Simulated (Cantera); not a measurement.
A Cantera script and what it prints.

```python
import numpy as np
import cantera as ct

gas_names = """
    B BF BF2 BF3 BH BHF2 BH2 BH3 BO BOF BOF2 BO2 B2 B2O B2O2 B2O3 B3O3F3 B3O3H3 F FO FO2 F2 F2O H HBO
    HBO2 HF HOF HO2 H2 H2F2 H2O H2O2 H3B3O6 H3F3 H4F4 H5F5 H6F6 H7F7 O OH O2 O3
""".split()
cond_names = """
    B(b) B(L) B2O3(L) B3O3H3(cr) H2O(s) H2O(L)
""".split()


def load(file, names, dense=False):
    # The tables refer to 1 bar. Condensed volumes are neglected.
    table = {s.name: s for s in ct.Species.list_from_file(file)}
    out = []
    for n in names:
        d = dict(table[n].input_data)
        d["thermo"] = dict(d["thermo"], **{"reference-pressure": 1e5})
        if dense:
            d["equation-of-state"] = {"model": "constant-volume", "density": "1e6 g/cm^3"}
        out.append(ct.Species.from_dict(d))
    return out


gas = ct.Solution(thermo="ideal-gas", species=load("nasa_gas.yaml", gas_names))
cond = {s.name: ct.Solution(thermo="fixed-stoichiometry", species=[s], name=s.name)
        for s in load("nasa_condensed.yaml", cond_names, dense=True)}
atoms = {
    'BF3': {'B': 1, 'F': 3},
    'O2': {'O': 2},
    'H2': {'H': 2},
}
top_T = {}  # K; cautious upper limits of use, not melting points


def equilibrate(T, P, feed):
    n = {}
    for name, mol in feed.items():
        for a, k in atoms[name].items():
            n[a] = n.get(a, 0.0) + k * mol
    gas.TPX = T, P, n
    mass = sum(n.values()) * gas.mean_molecular_weight
    gas.equilibrate("TP")
    valid = [c for c in cond.values() if c.min_temp <= T <= top_T.get(c.name, c.max_temp)]
    mix = ct.Mixture([(gas, mass / gas.mean_molecular_weight)] + [(c, 0.0) for c in valid])
    mix.T, mix.P = T, P
    mix.equilibrate("TP", solver="vcs", rtol=1e-11, max_steps=5000)
    return mix


results = []
T = 1323  # K
P = 42  # Pa
for m in [0.066, 0.13, 0.24, 0.45, 0.85, 1.6, 3.1, 5.8]:
    feed = {'BF3': 1, 'O2': m, 'H2': 0.44}  # mol
    mix = equilibrate(T, P, feed)
    results.append((T, P, feed, dict(zip(mix.species_names, mix.species_moles))))
    x = sorted(zip(gas.X, gas.species_names), reverse=True)
    print(f"T = {T:g} K  P = {P:g} Pa  n(O2) = {m:g} mol  gas = {mix.phase_moles(0):.4g} mol")
    print("   x: " + "  ".join(f"{s} {v:.3e}" for v, s in x if v > 0.001))
    print("   condensed (mol): " + ("  ".join(f"{mix.phase(i).name} {mix.phase_moles(i):.4g}"
          for i in range(1, mix.n_phases) if mix.phase_moles(i) > 1e-12) or "none"))
```

Output:

```
T = 1323 K  P = 42 Pa  n(O2) = 0.066 mol  gas = 1.572 mol
   x: BF3 5.521e-01  H2 1.957e-01  HF 1.679e-01  BOF 8.369e-02
   condensed (mol): none
T = 1323 K  P = 42 Pa  n(O2) = 0.13 mol  gas = 1.697 mol
   x: BF3 4.377e-01  HF 3.033e-01  BOF 1.511e-01  H2 1.060e-01  H2O 1.482e-03
   condensed (mol): none
T = 1323 K  P = 42 Pa  n(O2) = 0.24 mol  gas = 1.884 mol
   x: HF 4.520e-01  BF3 3.053e-01  BOF 2.238e-01  O2 1.060e-02  H2O 6.989e-03  HBO2 1.075e-03
   condensed (mol): none
T = 1323 K  P = 42 Pa  n(O2) = 0.45 mol  gas = 2.096 mol
   x: HF 4.076e-01  BF3 2.738e-01  BOF 2.020e-01  O2 1.097e-01  H2O 5.720e-03
   condensed (mol): none
T = 1323 K  P = 42 Pa  n(O2) = 0.85 mol  gas = 2.498 mol
   x: HF 3.435e-01  O2 2.522e-01  BF3 2.289e-01  BOF 1.705e-01  H2O 4.100e-03
   condensed (mol): none
T = 1323 K  P = 42 Pa  n(O2) = 1.6 mol  gas = 3.25 mol
   x: O2 4.245e-01  HF 2.654e-01  BF3 1.751e-01  BOF 1.320e-01  H2O 2.476e-03
   condensed (mol): none
T = 1323 K  P = 42 Pa  n(O2) = 3.1 mol  gas = 4.753 mol
   x: O2 6.059e-01  HF 1.826e-01  BF3 1.192e-01  BOF 9.094e-02  H2O 1.187e-03
   condensed (mol): none
T = 1323 K  P = 42 Pa  n(O2) = 5.8 mol  gas = 7.456 mol
   x: O2 7.484e-01  HF 1.170e-01  BF3 7.567e-02  BOF 5.834e-02
   condensed (mol): none
```

Equilibrium computed with Cantera from the NASA thermochemical tables; the gas is ideal and each condensed phase is pure. The tables' values for BF2 are old estimates; treat these amounts as uncertain.
